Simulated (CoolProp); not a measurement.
R404A at several states: Z from the reference equation and from simpler models built on Tc = 345.3 K, pc = 3.735 MPa, ω = 0.293; each cubic takes its own stable root.

Computed with CoolProp (reference Helmholtz-energy equation of state, Lemmon 2003). It is a pseudo-pure fit of the blend.

```csv
T (K),p (MPa),phase,reference
293.4,1.97,liquid,0.07334
422.6,0.0145,gas,0.9993
347.6,12,supercritical,0.4296
398.6,2.24,gas,0.8614
304.7,2.7,liquid,0.1012
399.8,0.23,gas,0.9866
```

How far does each simpler model (van der Waals, Peng-Robinson) lie from the reference over these 6 states: mean and median of the absolute difference, and the worst?


- van der Waals: mean 32.2 %, median 22.8 %, worst +74.9 % at 293.4 K and 1.97 MPa
- Peng-Robinson: mean 2.5 %, median 2.3 %, worst +5.2 % at 304.7 K and 2.7 MPa
